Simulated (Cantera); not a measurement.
Input: 1 mol SiCl4, 3.7 mol HCl, 15 mol H2, held at 1 atm.

Cantera equilibrium calculation (NASA polynomials, part measured and part estimated; ideal gas, pure solids and liquids). Candidate condensed phases: Si; 19 gas species. The tables' values for SiCl3 are old estimates; treat these amounts as uncertain. Equilibrium is a limit: real reactors are often held back by kinetics, nucleation or transport.

x: gas mole fraction; nothing condenses.

```
T (°C)   x H2  x HCl  x SiCl4   x SiCl2   x SiCl3  x SiHCl3
------  -----  -----  -------  --------  --------  --------
752     0.760  0.190   0.0490   8.94e-7   4.58e-5   0.00169
802     0.759  0.190   0.0482   4.43e-6  0.000116   0.00239
852     0.758  0.191   0.0472   1.88e-5  0.000268   0.00325
902     0.756  0.193   0.0458   6.90e-5  0.000569   0.00424
952     0.755  0.195   0.0440  0.000223   0.00111   0.00532
1002    0.752  0.197   0.0415         ?   0.00201         ?
1052    0.748  0.201   0.0382   0.00159   0.00334   0.00726
1102    0.743  0.207   0.0339   0.00349   0.00507   0.00775
1152    0.735  0.215        ?         ?   0.00697   0.00767
1202    0.726  0.224   0.0228    0.0112   0.00865   0.00701
1252    0.717  0.233   0.0171    0.0165   0.00976   0.00594
```

Problem. Fill in the missing entries.

Solution. 
- 1152, x SiCl4: 0.0286
- 1152, x SiCl2: 0.00668
- 1002, x SiCl2: 0.000634
- 1002, x SiHCl3: 0.00638
